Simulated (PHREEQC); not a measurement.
Spent oxide etchant (model solution)

A solution holds 0.0077 mol/kgw HF, 0.022 mol/kgw (NH4)2SiF6 and 7.8e-05 mol/kgw H3BO3, at 30 °C. Closed to the air; pH follows from the charge balance.

The numbers come from PHREEQC with the ion-association model, phreeqc.dat.

Each row changes one thing in this solution. No solid was allowed to form.

```json
[
 {"case": "as made", "pH": "2.72", "ionic strength (mol/kgw)": "0.0682", "HF (mol/kgw)": "0.00530", "F- (mol/kgw)": "0.00219", "BF4- (mol/kgw)": "6.67e-5", "HF2- (mol/kgw)": "4.61e-5", "SI of Quartz (SiO2)": "-0.65"},
 {"case": "HF from 0.0077 to 0.00693 mol/kgw", "pH": "2.75", "ionic strength (mol/kgw)": "0.0681", "HF (mol/kgw)": "0.00475", "F- (mol/kgw)": "0.00210", "BF4- (mol/kgw)": "6.42e-5", "HF2- (mol/kgw)": "3.96e-5", "SI of Quartz (SiO2)": "-0.42"},
 {"case": "diluted 10-fold with water", "pH": "3.15", "ionic strength (mol/kgw)": "0.00693", "HF (mol/kgw)": "0.00175", "F- (mol/kgw)": "0.00164", "BF4- (mol/kgw)": "1.85e-6", "HF2- (mol/kgw)": "1.14e-5", "SI of Quartz (SiO2)": "+0.55"},
 {"case": "H3BO3 from 7.8e-05 to 0.000156 mol/kgw", "pH": "2.72", "ionic strength (mol/kgw)": "0.0682", "HF (mol/kgw)": "0.00512", "F- (mol/kgw)": "0.00213", "BF4- (mol/kgw)": "0.000132", "HF2- (mol/kgw)": "4.33e-5", "SI of Quartz (SiO2)": "-0.56"},
 {"case": "H3BO3 from 7.8e-05 to 7.02e-05 mol/kgw", "pH": "2.72", "ionic strength (mol/kgw)": "0.0682", "HF (mol/kgw)": "0.00531", "F- (mol/kgw)": "0.00220", "BF4- (mol/kgw)": "6.01e-5", "HF2- (mol/kgw)": "4.64e-5", "SI of Quartz (SiO2)": "-0.65"}
]
```

Complexes and solids missing from the database can't appear. Some of these states are supersaturated (in Quartz (slow to form), Chalcedony (slow to form), for instance). SiF6-2 is the database's only silicon fluoride. Real BF4- forms and hydrolyses slowly; the run takes it at equilibrium.
